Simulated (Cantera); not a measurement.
Charge: 1 mol SiH4, 1.3 mol CO2, equilibrated at 4.30 mbar.

Method: chemical equilibrium by Gibbs-energy minimisation in Cantera with the NASA 1993 tables (ideal gas, pure condensed phases). Candidate condensed phases: C, C6H6, C7H8, C8H18, H2O, Si, SiC, SiO2; 123 gas species. Mutual solubility and eutectic melting of coexisting phases are not modelled. The tables hold silica as quartz up to 1696 K and as liquid above; real silica turns to tridymite and cristobalite and melts near 1996 K. Equilibrium is a limit: real reactors are often held back by kinetics, nucleation or transport.

Q: At 1423 K, list the 4 most abundant gas species with their mole fractions, and the condensed phases.

A: H2 0.649, CO 0.347, SiO 0.00320, H 8.16e-5. Condensed: SiC(s) + SiO2(β-quartz).
